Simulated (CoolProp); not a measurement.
Properties of dimethyl ether at several states.

Model: reference Helmholtz-energy equation of state, Wu 2011, in CoolProp.

```
T (K)  p (kPa)   phase        Z  Joule-Thomson coefficient (K/MPa)  isothermal compressibility (1/MPa)  expansivity (1/kK)  viscosity (µPa s)
-----  -------  ------  -------  ---------------------------------  ----------------------------------  ------------------  -----------------
271.1      174     gas   0.9541                              34.97                               6.038               4.391               8.58
217.3      917  liquid  0.03008                            -0.3805                            0.001084               1.651                321
399.3    26800  liquid   0.6523                         -0.0006742                            0.005253               2.502               82.0
```

Viscosity comes from a separate model (Meng 2012).
